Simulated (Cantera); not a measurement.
Input: 1 mol n-butane, 7.8 mol H₂, 1.6 mol N₂, at 850 °C and 1 atm.

Method: chemical equilibrium by Gibbs-energy minimisation in Cantera with the NASA 1993 tables (ideal gas, pure condensed phases). Candidate condensed phases: C, C₆H₆, C₇H₈, C₈H₁₈; 92 gas species. Equilibrium is a limit: real reactors are often held back by kinetics, nucleation or transport.

**Question.** What is the equilibrium state?

**Answer.** 
* **x(H₂)**: 0.864
* **x(N₂)**: 0.114
* **x(CH₄)**: 0.0222
* **x(NH₃)**: 7.69e-5
* **x(HCN)**: 9.38e-6
* **n(C(graphite))**: 3.69 mol
* **gas amount**: 14.09 mol
